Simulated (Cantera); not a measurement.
Charge: 1 mol Si3H8, 0.072 mol HCl, 210 mol H2, at 0.510 bar.

Cantera equilibrium calculation (NASA polynomials, part measured and part estimated; ideal gas, pure solids and liquids). Candidate condensed phases: Si; 19 gas species. The feed counts by its element totals alone. Rates play no part. All values below are at 1625 K.

Base state: H2 1.000, HCl 0.000335, H 9.88e-5 (mole fractions); condensed: Si(s).

Task: What changes in the equilibrium state with this change: pressure from 0.510 bar to 2.20 mbar?

Result: 
| species | before | after |
|---|---|---|
| H2 | 1.000 | 0.998 |
| H | 9.88e-5 | 0.00150 |
| HCl | 0.000335 | 0.000335 |
| Si | 3.19e-7 | 7.40e-5 |
| Si(s), mol | 3.00 | 2.98 |
